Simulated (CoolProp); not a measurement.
A closed Brayton cycle with dry air: compressor inlet 326.15 K and 1.9 MPa, high pressure 4.63 MPa, turbine inlet 900 K, compressor efficiency 0.85, turbine efficiency 0.85, recuperator effectiveness 0 (on enthalpy, no pinch check). Each further row changes one setting.

Values from CoolProp's reference Helmholtz-energy equation of state, Lemmon 2000. It is a pseudo-pure fit of the blend.

| case | thermal efficiency (%) | net work (kJ/kg) | compressor to turbine work | compressor exit (K) | turbine exit (K) |
|---|---|---|---|---|---|
| as stated | 12.8 | 64.1 | 0.64 | 437.4 | 741.6 |
| turbine inlet 850 K | 12.2 | 54.2 | 0.67 | 437.4 | 699.1 |
| compressor inlet 336.15 K | 12.5 | 60.6 | 0.66 | 450.6 | 741.6 |
| high pressure 3.94 MPa | 11.0 | 57.7 | 0.61 | 415.2 | 768.0 |
| recuperator effectiveness 0.5 | 18.9 | 64.1 | 0.64 | 437.4 | 741.6 |
